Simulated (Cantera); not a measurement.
An isothermal, constant-pressure homogeneous reactor starts with CH4 : H2 = 0.0025 : 1 (molar parts), at 1823 K and 2670 Pa. Integrator tolerance rtol = 1e-08.

Model: GRI-Mech 3.0 (53 species, 325 reactions), integrated in Cantera. GRI-Mech 3.0 stops at C3 and has no aromatics, soot or wall deposition, so with more carbon than oxygen in the feed, carbon stays in small species such as C2H2 where larger ones or solid carbon would form. Radical loss at walls, strong at low pressure, is not modelled.

Q: What does this change do: temperature 1823 to 2348 K?

A: 
```tsv
quantity	before	after
x(CH4) at 2.00 s	0.000702 (gas-phase equilibrium 4.51e-5)	2.14e-6 (gas-phase equilibrium 2.16e-6)
x(H2) at 2.00 s	0.996 (gas-phase equilibrium 0.996)	0.925 (gas-phase equilibrium 0.925)
x(C2H2) at 2.00 s	0.000873 (gas-phase equilibrium 0.00122)	0.00119 (gas-phase equilibrium 0.00119)
x(C2H6) at 2.00 s	3.18e-9 (gas-phase equilibrium 1.96e-11)	<1e-12 (gas-phase equilibrium <1e-12)
x(H) at 2.00 s	0.00263 (gas-phase equilibrium 0.00267)	0.0733 (gas-phase equilibrium 0.0733)
```

Q: What does this change do: temperature 1823 to 2575 K?

A: 
```json
[
 {"quantity": "x(CH4) at 2.00 s", "before": "0.000702 (gas-phase equilibrium 4.51e-5)", "after": "6.95e-7 (gas-phase equilibrium 7.02e-7)"},
 {"quantity": "x(H2) at 2.00 s", "before": "0.996 (gas-phase equilibrium 0.996)", "after": "0.807 (gas-phase equilibrium 0.807)"},
 {"quantity": "x(C2H2) at 2.00 s", "before": "0.000873 (gas-phase equilibrium 0.00122)", "after": "0.00110 (gas-phase equilibrium 0.00110)"},
 {"quantity": "x(C2H6) at 2.00 s", "before": "3.18e-9 (gas-phase equilibrium 1.96e-11)", "after": "<1e-12 (gas-phase equilibrium <1e-12)"},
 {"quantity": "x(H) at 2.00 s", "before": "0.00263 (gas-phase equilibrium 0.00267)", "after": "0.192 (gas-phase equilibrium 0.192)"}
]
```
